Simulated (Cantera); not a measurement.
An isothermal, constant-pressure homogeneous reactor starts with NO : N2 = 1 : 0.24 (molar parts), at 2173 K and 0.0217 atm.

Model: GRI-Mech 3.0 (53 species, 325 reactions), integrated in Cantera. Radical loss at walls, strong at low pressure, is not modelled.

x: mole fraction; the columns are a selection and need not sum to one.

```tsv
t (s)	x NO	x O	x N2O	x O2	x N2	x NO2
1.00e-5	0.806	5.29e-7	5.28e-7	1.53e-10	0.194	6.58e-11
3.30e-5	0.806	1.75e-6	1.74e-6	1.67e-9	0.194	7.11e-10
0.000109	0.806	5.78e-6	5.69e-6	1.82e-8	0.194	?
0.000358	0.806	1.94e-5	1.84e-5	2.00e-7	0.194	?
0.00118	0.806	6.71e-5	5.69e-5	2.27e-6	0.194	?
0.00389	0.806	0.000250	0.000153	2.79e-5	0.194	?
0.0128	0.804	0.000940	0.000267	0.000378	0.194	?
0.0423	0.795	0.00228	0.000233	0.00397	0.198	?
0.140	0.756	0.00336	0.000181	0.0230	0.218	?
0.460	0.602	0.00531	9.34e-5	0.0982	0.294	?
1.52	0.218	0.00835	9.45e-6	0.289	0.485	?
5.00	0.0263	0.00954	1.89e-7	0.383	0.581	?
```

Question: Fill in the missing entries.

Answer: 
- 0.000109, x NO2: 7.54e-9
- 0.000358, x NO2: 7.58e-8
- 0.00118, x NO2: 6.52e-7
- 0.00389, x NO2: 3.99e-6
- 0.0128, x NO2: 1.48e-5
- 0.0423, x NO2: 2.93e-5
- 0.140, x NO2: 4.85e-5
- 0.460, x NO2: 7.79e-5
- 1.52, x NO2: 4.97e-5
- 5.00, x NO2: 6.95e-6
